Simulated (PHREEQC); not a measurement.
# Silver or lead bath: an equilibrium model

A solution holds 43 mmol/kgw AgF, 0.68 mmol/kgw HNO3 and 3.4 mmol/kgw Zn(NO3)2, at 25 °C. Closed to the air; pH follows from the charge balance.

Equilibrium calculation in PHREEQC: ion-association model, wateq4f.dat.

This is a speciation only: nothing precipitates in the calculation.

Q: Estimate the pH, ionic strength.

A: pH 4.91; ionic strength 0.0493 mol/kgw.

Q: In which forms is F present?

A: F- 91 %, AgF 5.6 %, ZnF+ 1.7 %, HF 1.3 % of the F.

Species that the database lacks are ignored.
